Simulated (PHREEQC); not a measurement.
Solution (20 °C): 0.0072 mol KH2PO4 and 0.45 mol K2HPO4 per kg of water. Closed to the air; pH follows from the charge balance.

Equilibrium calculation in PHREEQC: ion-association model, phreeqc.dat.

This is a speciation only: nothing precipitates in the calculation.

Task: Order these P species by the share of P that they hold, largest first: H2PO4-, PO4-3, HPO4-2, KHPO4-.

Result: HPO4-2 (79 %), KHPO4- (19 %), H2PO4- (1.7 %), PO4-3 (0.11 %)

The pH is 8.29 and the ionic strength 1.19 mol/kgw. Caution: at this ionic strength the ion-association model is outside its range; a Pitzer model would be the better tool where its parameters exist. Complexes and solids missing from the database can't appear.
